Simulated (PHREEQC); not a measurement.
Solution (65 °C): 0.07 mol HF and 0.0003 mol NH4HF2 per kg of water. Closed to the air; pH follows from the charge balance.

All values are PHREEQC results (ion-association model, wateq4f.dat), not measurements.

This is a speciation only: nothing precipitates in the calculation.

Predict the pH, ionic strength.

pH 2.33; ionic strength 0.00540 mol/kgw.

In which forms is F present?

HF 85 %, F- 6.0 %, H2F2 5.7 %, HF2- 3.2 % of the F.

Species that the database lacks are ignored. wateq4f.dat counts part of the HF as a dimer, H2F2, which phreeqc.dat doesn't know; its constant is uncertain. At this temperature some constants are extrapolated from 25 °C, and those without enthalpy data are left unchanged.
